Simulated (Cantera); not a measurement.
Input (Python, Cantera) and output of one run.

```python
import numpy as np
import cantera as ct

gas_names = """
    CL CL2 N N2 Si SiCL SiCL2 SiCL3 SiCL4 SiN Si2 Si2N Si3
""".split()
cond_names = """
    Si(cr) Si(L) Si3N4(a)
""".split()


# ... load() reads the species with a 1 bar reference pressure and builds the phases ...
atoms = {
    'Si': {'Si': 1},
    'Cl2': {'CL': 2},
    'N2': {'N': 2},
}
top_T = {'Si3N4(a)': 2400}  # K; cautious upper limits of use, not melting points


# ... equilibrate(T, P, feed) seeds the gas with the atoms and calls Mixture.equilibrate('TP', solver="vcs", rtol=1e-11, max_steps=5000) ...
results = []
feed = {'Si': 1, 'Cl2': 8.3, 'N2': 48}  # mol
P = 80  # Pa
for T in [1023, 1073, 1123, 1173, 1223, 1273, 1323, 1373, 1423, 1473]:
    mix = equilibrate(T, P, feed)
    results.append((T, P, feed, dict(zip(mix.species_names, mix.species_moles))))
    x = sorted(zip(gas.X, gas.species_names), reverse=True)
    print(f"T = {T:g} K  P = {P:g} Pa  gas = {mix.phase_moles(0):.4g} mol")
    print("   x: " + "  ".join(f"{s} {v:.3e}" for v, s in x if v > 1e-06))
    print("   condensed (mol): " + ("  ".join(f"{mix.phase(i).name} {mix.phase_moles(i):.4g}"
          for i in range(1, mix.n_phases) if mix.phase_moles(i) > 1e-12) or "none"))
```

It prints:

```
T = 1023 K  P = 80 Pa  gas = 55.48 mol
   x: N2 8.652e-01  CL2 1.104e-01  SiCL4 1.803e-02  CL 6.386e-03
   condensed (mol): none
T = 1073 K  P = 80 Pa  gas = 55.65 mol
   x: N2 8.626e-01  CL2 1.070e-01  SiCL4 1.797e-02  CL 1.244e-02
   condensed (mol): none
T = 1123 K  P = 80 Pa  gas = 55.93 mol
   x: N2 8.582e-01  CL2 1.014e-01  CL 2.255e-02  SiCL4 1.788e-02
   condensed (mol): none
T = 1173 K  P = 80 Pa  gas = 56.37 mol
   x: N2 8.514e-01  CL2 9.269e-02  CL 3.813e-02  SiCL4 1.774e-02
   condensed (mol): none
T = 1223 K  P = 80 Pa  gas = 57.01 mol
   x: N2 8.419e-01  CL2 8.050e-02  CL 6.001e-02  SiCL4 1.754e-02
   condensed (mol): none
T = 1273 K  P = 80 Pa  gas = 57.83 mol
   x: N2 8.300e-01  CL 8.755e-02  CL2 6.516e-02  SiCL4 1.729e-02  SiCL3 1.619e-06
   condensed (mol): none
T = 1323 K  P = 80 Pa  gas = 58.76 mol
   x: N2 8.168e-01  CL 1.179e-01  CL2 4.827e-02  SiCL4 1.701e-02  SiCL3 4.808e-06
   condensed (mol): none
T = 1373 K  P = 80 Pa  gas = 59.67 mol
   x: N2 8.045e-01  CL 1.464e-01  CL2 3.242e-02  SiCL4 1.675e-02  SiCL3 1.398e-05
   condensed (mol): none
T = 1423 K  P = 80 Pa  gas = 60.4 mol
   x: N2 7.947e-01  CL 1.688e-01  CL2 1.991e-02  SiCL4 1.652e-02  SiCL3 4.000e-05
   condensed (mol): none
T = 1473 K  P = 80 Pa  gas = 60.91 mol
   x: N2 7.881e-01  CL 1.840e-01  SiCL4 1.630e-02  CL2 1.149e-02  SiCL3 1.116e-04  SiCL2 2.616e-06
   condensed (mol): none
```

Method: chemical equilibrium by Gibbs-energy minimisation in Cantera with the NASA 1993 tables (ideal gas, pure condensed phases). The tables' values for SiCl3 are old estimates; treat these amounts as uncertain.
